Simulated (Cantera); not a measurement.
Input (Python, Cantera):

```python
import numpy as np
import cantera as ct

gas = ct.Solution("gri30.yaml")


def delay(T, t_max=10):
    gas.TPX = T, 3500000, {'C3H8': 1, 'O2': 3.57, 'N2': 13.4}
    reactor = ct.IdealGasConstPressureReactor(gas, clone=False)
    net = ct.ReactorNet([reactor])
    net.rtol, net.atol = 1e-8, 1e-16
    while net.time < t_max:
        t_old, T_old = net.time, reactor.T
        net.step()
        if reactor.T > T + 400:  # ignition: a rise of 400 K
            return t_old + (T + 400 - T_old) / (reactor.T - T_old) * (net.time - t_old)
    return np.nan


taus = []
for T in [1150, 1250, 1350, 1450, 1550, 1650, 1750]:
    taus.append(delay(T))
    print(f"T0 = {T:6g} K   tau = {taus[-1]:.4e} s")
```

Output:

```
T0 =   1150 K   tau = 1.4550e-03 s
T0 =   1250 K   tau = 2.8910e-04 s
T0 =   1350 K   tau = 6.4593e-05 s
T0 =   1450 K   tau = 1.7315e-05 s
T0 =   1550 K   tau = 5.7915e-06 s
T0 =   1650 K   tau = 2.4018e-06 s
T0 =   1750 K   tau = 1.1962e-06 s
```

Cantera simulation using GRI-Mech 3.0 (53 species, 325 reactions); the numbers are that mechanism's predictions, not measurements. GRI-Mech 3.0 was tuned for natural gas; its chemistry of propane as a main component is partial and can be far from experiment. The pressure lies above the range GRI-Mech 3.0 was tuned for (to about 10 atm).
